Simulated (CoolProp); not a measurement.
Properties of carbon dioxide along the isobar 0.101 MPa.

Values from CoolProp's reference Helmholtz-energy equation of state, Span 1996.

```json
[
 {"T (°C)": "25.45", "phase": "gas", "density (kg/m³)": "1.799", "Prandtl number": "0.763"},
 {"T (°C)": "39.25", "phase": "gas", "density (kg/m³)": "1.719", "Prandtl number": "0.760"},
 {"T (°C)": "53.15", "phase": "gas", "density (kg/m³)": "1.645", "Prandtl number": "0.758"},
 {"T (°C)": "66.95", "phase": "gas", "density (kg/m³)": "1.577", "Prandtl number": "0.756"},
 {"T (°C)": "80.85", "phase": "gas", "density (kg/m³)": "1.514", "Prandtl number": "0.754"},
 {"T (°C)": "94.65", "phase": "gas", "density (kg/m³)": "1.457", "Prandtl number": "0.752"},
 {"T (°C)": "108.55", "phase": "gas", "density (kg/m³)": "1.404", "Prandtl number": "0.750"},
 {"T (°C)": "122.35", "phase": "gas", "density (kg/m³)": "1.354", "Prandtl number": "0.749"},
 {"T (°C)": "136.25", "phase": "gas", "density (kg/m³)": "1.308", "Prandtl number": "0.747"},
 {"T (°C)": "150.05", "phase": "gas", "density (kg/m³)": "1.265", "Prandtl number": "0.746"},
 {"T (°C)": "163.85", "phase": "gas", "density (kg/m³)": "1.225", "Prandtl number": "0.744"}
]
```

Viscosity comes from a separate model (Laesecke 2017). Thermal conductivity comes from a separate model (Huber 2016).
